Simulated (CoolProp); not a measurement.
200 sccm (0 °C, 1 atm) of nitrogen bubbles through liquid decamethyltetrasiloxane (MD2M) at 357.1 K and leaves saturated at a total pressure of 0.0479 MPa (ideal gas phase). Each further row changes one setting.

Computed with CoolProp (reference Helmholtz-energy equation of state, Thol 2017).

| case | vapour pressure (kPa) | mole fraction of vapour | delivery (mg/min) | delivery (sccm) | change of delivery for a bath 1 K warmer (%) |
|---|---|---|---|---|---|
| as stated | 2.17 | (withheld) | 132 | (withheld) | (withheld) |
| bath temperature 362.1 K | 2.77 | (withheld) | 170 | (withheld) | 5.2 |
| total pressure 0.0958 MPa | 2.17 | 0.0227 | (withheld) | 4.64 | 5.2 |

**Question.** What belongs in the gaps?

**Answer.** 
- as stated, mole fraction of vapour: 0.0453
- as stated, delivery (sccm): 9.50
- as stated, change of delivery for a bath 1 K warmer (%): 5.3
- bath temperature 362.1 K, mole fraction of vapour: 0.0578
- bath temperature 362.1 K, delivery (sccm): 12.3
- total pressure 0.0958 MPa, delivery (mg/min): 64.3
